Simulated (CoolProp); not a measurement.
Vapour-liquid equilibrium of carbon dioxide (1) + 1-butene (2) at 224.4 K; x and y are mole fractions of (1).

Values from CoolProp's multi-fluid Helmholtz-energy mixture model, Span 1996 and Lemmon 2005; pair parameters Bell 2016.

| x | bubble pressure (MPa) | y at the bubble point | dew pressure at overall composition x (MPa) | liquid density (mol/L) |
|---|---|---|---|---|
| 0.05 | 0.06346 | 0.795 | ___ | 12.35 |
| 0.15 | 0.1687 | 0.928 | 0.01575 | 13.15 |
| 0.25 | 0.2693 | 0.958 | 0.01783 | 14.02 |
| 0.35 | 0.3563 | 0.971 | ___ | 14.99 |
| 0.45 | 0.4267 | 0.978 | 0.02422 | 16.08 |
| 0.55 | 0.4827 | 0.982 | 0.02950 | 17.32 |
| 0.65 | ___ | 0.985 | 0.03773 | 18.74 |
| 0.75 | 0.5741 | 0.989 | 0.05233 | 20.39 |
| 0.85 | 0.6228 | ___ | 0.08537 | ___ |
| 0.95 | 0.6821 | 0.997 | 0.2314 | 24.73 |

Some entries are withheld; supply them.


- 0.05, dew pressure at overall composition x (MPa): 0.01410
- 0.35, dew pressure at overall composition x (MPa): 0.02054
- 0.65, bubble pressure (MPa): 0.5296
- 0.85, y at the bubble point: 0.992
- 0.85, liquid density (mol/L): 22.35

No azeotrope shows between x = 0.05 and 0.95.

Pair parameters are fitted to limited data, so mixtures are less certain than the pure fluids.
